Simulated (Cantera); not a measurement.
A closed system holds: 1 mol toluene, 1.1 mol NH3, held at 1425 °C and 380000 Pa.

Method: chemical equilibrium by Gibbs-energy minimisation in Cantera with the NASA 1993 tables (ideal gas, pure condensed phases). Candidate condensed phases: C, C6H6, C7H8, C8H18; 92 gas species. Rates play no part.

Base state: H2 0.907, N2 0.0885, CH4 0.00345, HCN 0.00103, H 7.06e-5, C2H2 (acetylene) 6.53e-5, NH3 3.57e-5, HNC 3.05e-5 (mole fractions); condensed: C(graphite).

**Question.** What changes in the equilibrium state with this change: temperature from 1425 °C to 552 °C?

**Answer.** 
| species | before | after |
|---|---|---|
| CH4 | 0.00345 | 0.490 |
| H2 | 0.907 | 0.377 |
| N2 | 0.0885 | 0.132 |
| H | 7.06e-5 | <1e-9 |
| C2H2 (acetylene) | 6.53e-5 | <1e-9 |
| HNC | 3.05e-5 | <1e-9 |
| HCN | 0.00103 | 3.85e-8 |
| C2H6 | 8.86e-8 | 1.76e-5 |
| C(graphite), mol | 6.97 | 4.96 |

**Question.** What changes in the equilibrium state with this change: temperature from 1425 °C to 652 °C?

**Answer.** 
| species | before | after |
|---|---|---|
| H2 | 0.907 | 0.587 |
| CH4 | 0.00345 | 0.297 |
| N2 | 0.0885 | 0.115 |
| H | 7.06e-5 | <1e-9 |
| C2H2 (acetylene) | 6.53e-5 | <1e-9 |
| HNC | 3.05e-5 | <1e-9 |
| HCN | 0.00103 | 3.67e-7 |
| C(graphite), mol | 6.97 | 5.58 |

**Question.** What changes in the equilibrium state with this change: pressure from 380000 Pa to 4200000 Pa?

**Answer.** 
| species | before | after |
|---|---|---|
| H2 | 0.907 | 0.872 |
| N2 | 0.0885 | 0.0912 |
| CH4 | 0.00345 | 0.0352 |
| NH3 | 3.57e-5 | 0.000378 |
| CH3CN | 1.37e-6 | 1.45e-5 |
| C2H4 | 1.11e-5 | 0.000114 |
| H | 7.06e-5 | 2.08e-5 |
| C(graphite), mol | 6.97 | 6.78 |
The ideal-gas law is rough above about 30 bar.
